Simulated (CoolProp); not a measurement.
Vapour-liquid equilibrium of dimethyl ether (1) + n-hexane (2) at 263.3 K; x and y are mole fractions of (1).

Computed with CoolProp (multi-fluid Helmholtz-energy mixture model, Wu 2011 and Thol 2019; pair parameters Bell 2016).

| x | bubble pressure (MPa) | y at the bubble point | dew pressure at overall composition x (MPa) | liquid density (mol/L) |
|---|---|---|---|---|
| 0.05 | 0.01760 | 0.810 | 0.003664 | 8.171 |
| 0.2 | 0.05670 | 0.948 | 0.004344 | 8.872 |
| 0.35 | 0.08830 | 0.971 | 0.005333 | 9.681 |
| 0.5 | 0.1129 | 0.981 | 0.006904 | 10.63 |
| 0.65 | 0.1335 | 0.987 | 0.009785 | 11.75 |
| 0.8 | 0.1537 | 0.992 | 0.01679 | 13.12 |
| 0.95 | 0.1770 | 0.998 | 0.05849 | 14.83 |

No azeotrope shows between x = 0.05 and 0.95.

Pair parameters are fitted to limited data, so mixtures are less certain than the pure fluids.
